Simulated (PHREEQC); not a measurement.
Acid mine or pickling water: speciation

A made-up water analysis in mmol/kgw, 25 °C, pH 1.87, pe 11.6:

```tsv
constituent	mmol/kgw
Na	5.47
K	1.54
Ca	0.782
Mg	3.22
Cl	5.75
S(6)	18.1
Si	0.0701
Cu(2)	0.00664
Al	0.129
O(0) (counted as O atoms)	0.0426
Fe(3)	0.0142
```

Valence states are taken as typed.

Model: ion-association model, phreeqc.dat, run in PHREEQC.

```json
{
 "ionic_strength": "0.0419 mol/kgw",
 "specific_conductance": "7230 µS/cm",
 "total_alkalinity": "-22.8 meq/kg",
 "charge_balance_error": "-6.2 %"
}
```

| species | molality | activity | log γ |
|---|---|---|---|
| H+ | 0.0157 | 0.0135 | -0.065 |
| SO4-2 | 0.00931 | 0.00452 | -0.314 |
| HSO4- | 0.00713 | 0.00593 | -0.080 |
| Cl- | 0.00575 | 0.00475 | -0.083 |
| Na+ | 0.00535 | 0.00447 | -0.078 |
| Mg+2 | 0.00210 | 0.00106 | -0.296 |
| K+ | 0.00149 | 0.00123 | -0.084 |

Precipitation was switched off in this run. The solution is supersaturated, for example in Hematite (slow to form), so a real one may precipitate; this is no full list. Species that the database lacks are ignored.
